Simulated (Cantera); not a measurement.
Equilibrium for boron, boron nitride and boron oxide: B₂O₃ + O₂

Input: 1 mol B₂O₃, 0.32 mol O₂, at 5.00 mbar.

These are equilibrium values from Cantera (NASA tables, ideal gas, pure condensed phases), not measurements of a reactor. Candidate condensed phases: B, B₂O₃; 10 gas species. Kinetics and transport are ignored.

From 925 °C to 1525 °C the condensed part is B₂O₃(l). From 1675 °C to 2125 °C nothing is condensed. The main B-bearing gas is B₂O₃ throughout.

```tsv
T (°C)	log p O₂	log p B₂O₃	log p BO₂	log p O	log p BO	n B₂O₃(l)
925	-2.30	-8.06	-8.43	-8.77	<-14	1.000
1075	-2.30	-6.18	-6.82	-7.54	-12.88	1.000
1225	-2.30	-4.68	-5.55	-6.56	-10.53	0.999
1375	-2.33	-3.47	-4.52	-5.76	-8.61	0.976
1525	-2.82	-2.48	-3.79	-5.34	-6.90	0.292
1675	-2.96	-2.45	-3.50	-4.83	-5.93	0
1825	-2.99	-2.47	-3.26	-4.36	-5.15	0
1975	-3.05	-2.50	-3.07	-3.97	-4.47	0
2125	-3.15	-2.56	-2.93	-3.64	-3.88	0
```
log p: log10 of the partial pressure in bar; n: condensed amount in mol.
